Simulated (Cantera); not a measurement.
An adiabatic, constant-pressure homogeneous reactor starts with H2 : O2 : N2 = 1 : 0.208 : 0.958 (molar parts), equivalence ratio 2.4, at 975 K and 10.0 bar. Integrator tolerance rtol = 1e-08.

Detailed kinetics in Cantera: GRI-Mech 3.0 (53 species, 325 reactions). The hydrogen kinetics of GRI-Mech 3.0 are dated; newer H2 mechanisms differ, most at raised pressure.

```tsv
quantity	before	after
time of steepest temperature rise	12.0 ms	9.63 ms
temperature at 0.100 s	2370 K	1941 K
equilibrium temperature	2370 K	1941 K
x(H2) at 0.100 s	0.297 (gas-phase equilibrium 0.297)	0.550 (gas-phase equilibrium 0.550)
x(O2) at 0.100 s	4.82e-7 (gas-phase equilibrium 4.82e-7)	2.05e-10 (gas-phase equilibrium 2.05e-10)
x(NO) at 0.100 s	2.16e-5 (gas-phase equilibrium 2.16e-5)	8.60e-10 (gas-phase equilibrium 1.28e-7)
x(HO2) at 0.100 s	1.53e-9 (gas-phase equilibrium 1.53e-9)	<1e-12 (gas-phase equilibrium <1e-12)
x(N2O) at 0.100 s	2.99e-9 (gas-phase equilibrium 2.99e-9)	1.29e-11 (gas-phase equilibrium 1.44e-11)
```

Q: Name the change that produced these shifts.
A) initial temperature 975 to 1425 K
B) pressure from 10.0 bar to 20.0 bar
C) constant volume in place of constant pressure
D) H2 1 to 2.1 parts

A: D, H2 1 to 2.1 parts
